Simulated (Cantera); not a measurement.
Charge: 1 mol B2O3, 2.7 mol O2, a varied amount of N2, held at 2050 K and 0.000230 bar.

Equilibrium computed with Cantera from the NASA thermochemical tables; the gas is ideal and each condensed phase is pure. Candidate condensed phases: B, BN, B2O3; 17 gas species. Kinetics and transport are ignored.

x: gas mole fraction; nothing condenses.

```csv
n(N2) (mol),x N2,x O2,x B2O3,x BO2,x O
0.12,0.0281,0.606,0.178,0.132,0.0499
0.32,?,0.575,0.169,0.127,0.0487
0.86,0.175,0.506,0.148,0.115,0.0456
2.3,0.362,0.383,0.111,0.0929,0.0397
6.1,?,?,?,?,?
16,0.792,0.112,0.0307,0.0359,0.0215
44,0.909,0.0432,0.0113,0.0172,0.0133
```

Problem. What belongs in the gaps?

Solution. 
- 0.32, x N2: 0.0727
- 6.1, x N2: 0.598
- 6.1, x O2: 0.232
- 6.1, x B2O3: 0.0659
- 6.1, x BO2: 0.0631
- 6.1, x O: 0.0309
